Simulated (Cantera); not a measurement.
Charge: 1 mol Al(CH₃)₃, 1.1 mol H₂O, 47 mol N₂, held at 1148.15 K and 10000 Pa.

These are equilibrium values from Cantera (NASA tables, ideal gas, pure condensed phases), not measurements of a reactor. Candidate condensed phases: Al, AlN, Al₂O₃, C, C₆H₆, C₇H₈, C₈H₁₈, H₂O; 148 gas species. The feed counts by its element totals alone. Mutual solubility and eutectic melting of coexisting phases are not modelled. Equilibrium is a limit: real reactors are often held back by kinetics, nucleation or transport.

Base state: N₂ 0.893, H₂ 0.107, CO 0.000225, CH₄ 2.70e-5, HCN 1.26e-5 (mole fractions); condensed: AlN(s) + Al₂O₃(s) + C(graphite).

Q: What changes in the equilibrium state with this change: Al(CH₃)₃ replaced by Al?

A: 
| species | before | after |
|---|---|---|
| N₂ | 0.893 | 0.977 |
| H₂ | 0.107 | 0.0229 |
| CO | 0.000225 | 0 |
| CH₄ | 2.70e-5 | 0 |
| HCN | 1.26e-5 | 0 |
| AlN(s), mol | 0.275 | 0.267 |
| Al₂O₃(s), mol | 0.363 | 0.367 |
| C(graphite), mol | 2.99 | 0 |

Q: What changes in the equilibrium state with this change: temperature from 1148.15 K to 2098.15 K?

A: 
```csv
species,before,after
N₂,0.893,0.866
H₂,0.107,0.0994
CO,0.000225,0.0205
Al,<1e-9,0.00410
AlH,<1e-9,9.32e-5
H,7.42e-8,0.00307
C₂H₂ (acetylene),3.97e-9,0.000142
"AlN(s), mol",0.275,0.774
"Al₂O₃(s), mol",0.363,0
"C(graphite), mol",2.99,1.53
```

Q: What changes in the equilibrium state with this change: temperature from 1148.15 K to 1698.15 K?

A: 
```csv
species,before,after
N₂,0.893,0.873
H₂,0.107,0.105
CO,0.000225,0.0207
H,7.42e-8,0.000148
HNC,4.78e-8,3.26e-5
HCN,1.26e-5,0.00110
CH₄,2.70e-5,1.21e-6
"AlN(s), mol",0.275,1.000
"Al₂O₃(s), mol",0.363,0
"C(graphite), mol",2.99,1.84
```
